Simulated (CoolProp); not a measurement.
Vinyl chloride along the isobar 0.101 MPa: density (kg/m³) from the reference equation and from simpler models built on Tc = 425.0 K, pc = 5.600 MPa, ω = 0.160; each cubic takes its own stable root.

Values from CoolProp's reference Helmholtz-energy equation of state, Thol 2022.

| T (K) | phase | reference | van der Waals | Redlich-Kwong | Soave-Redlich-Kwong | Peng-Robinson |
|---|---|---|---|---|---|---|
| 178.9 | liquid | 1112 | 676.8 | 1008 | 1011 | 1136 |
| 209.3 | liquid | 1058 | 3.730 | 968.8 | 976.0 | 1098 |
| 239.7 | liquid | 1005 | 3.233 | 923.8 | 935.2 | 1055 |
| 270 | gas | 2.885 | 2.856 | 2.875 | 2.879 | 2.881 |
| 300.4 | gas | 2.573 | 2.558 | 2.569 | 2.572 | 2.574 |
| 330.8 | gas | 2.325 | 2.318 | 2.324 | 2.326 | 2.328 |
| 361.2 | gas | 2.123 | 2.119 | 2.123 | 2.123 | 2.125 |
| 391.6 | gas | 1.954 | 1.951 | 1.954 | 1.954 | 1.956 |
| 422 | gas | 1.810 | 1.809 | 1.810 | 1.810 | 1.812 |

At some of these states van der Waals gives the other phase, because its saturation line lies elsewhere.
